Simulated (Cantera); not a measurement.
Cantera run:

```python
import numpy as np
import cantera as ct

gas_names = """
    O2 CO
""".split()
cond_names = """
    Ta(cr) TaC(s) Ta2O5(s)
""".split()


def load(file, names, dense=False):
    # The tables refer to 1 bar. Condensed volumes are neglected.
    table = {s.name: s for s in ct.Species.list_from_file(file)}
    out = []
    for n in names:
        d = dict(table[n].input_data)
        d["thermo"] = dict(d["thermo"], **{"reference-pressure": 1e5})
        if dense:
            d["equation-of-state"] = {"model": "constant-volume", "density": "1e6 g/cm^3"}
        out.append(ct.Species.from_dict(d))
    return out


species = {s.name: s for s in load("nasa_gas.yaml", gas_names) + load("nasa_condensed.yaml", cond_names)}
T = 925
g = {n: (s.thermo.h(T) - T * s.thermo.s(T)) / (ct.gas_constant * T * np.log(10)) for n, s in species.items()}
valid = cond_names  # the entries whose range holds T


def stable(la, lb):
    # potentials (over RT ln 10) of the two non-metals from log10 p(O2) and log10 p(CO) in bar
    mu = {}
    mu["O"] = (g["O2"] + la) / 2
    mu["C"] = (g["CO"] + lb - 1 * mu["O"]) / 1
    cost = {}
    for n in valid:
        c = species[n].composition
        cost[n] = (g[n] - sum(c.get(e, 0) * m for e, m in mu.items())) / c["Ta"]
    return min(cost, key=cost.get)


results = []
for lb in [0, -1.2, -2.5, -3.7, -4.9, -6.2, -7.4, -8.6, -9.8, -11.1, -12.3, -13.5, -14.8, -16]:
    row = [stable(la, lb) for la in [-47, -44.5, -41.9, -39.4, -36.9, -34.4, -31.8, -29.3, -26.8, -24.3, -21.7, -19.2, -16.7, -14.2, -11.6, -9.1, -6.6, -4.1, -1.5, 1]]
    results.append(row)
    print(f"{lb:6.1f}  " + " ".join(f"{valid.index(n):x}" for n in row))
print("key: " + ", ".join(f"{i:x} {n}" for i, n in enumerate(valid)))
```

Result:

```
   0.0  1 1 1 1 1 1 1 1 2 2 2 2 2 2 2 2 2 2 2 2
  -1.2  1 1 1 1 1 1 1 1 2 2 2 2 2 2 2 2 2 2 2 2
  -2.5  1 1 1 1 1 1 1 2 2 2 2 2 2 2 2 2 2 2 2 2
  -3.7  1 1 1 1 1 1 1 2 2 2 2 2 2 2 2 2 2 2 2 2
  -4.9  1 1 1 1 1 1 1 2 2 2 2 2 2 2 2 2 2 2 2 2
  -6.2  1 1 1 1 1 1 1 2 2 2 2 2 2 2 2 2 2 2 2 2
  -7.4  1 1 1 1 1 1 2 2 2 2 2 2 2 2 2 2 2 2 2 2
  -8.6  1 1 1 1 1 1 2 2 2 2 2 2 2 2 2 2 2 2 2 2
  -9.8  1 1 1 1 1 1 2 2 2 2 2 2 2 2 2 2 2 2 2 2
 -11.1  1 1 1 1 1 2 2 2 2 2 2 2 2 2 2 2 2 2 2 2
 -12.3  1 1 1 1 1 2 2 2 2 2 2 2 2 2 2 2 2 2 2 2
 -13.5  1 1 1 1 1 2 2 2 2 2 2 2 2 2 2 2 2 2 2 2
 -14.8  1 1 1 1 1 2 2 2 2 2 2 2 2 2 2 2 2 2 2 2
 -16.0  1 1 1 1 2 2 2 2 2 2 2 2 2 2 2 2 2 2 2 2
key: 0 Ta(cr), 1 TaC(s), 2 Ta2O5(s)
```

Standard-state values (1 bar) from the NASA 1993 polynomials, evaluated with Cantera. TaC: taken at fixed stoichiometry. Not in the tables: Ta2C. Part of the grid cannot be reached: there another gas would pass 10 bar, or a non-metal would condense.
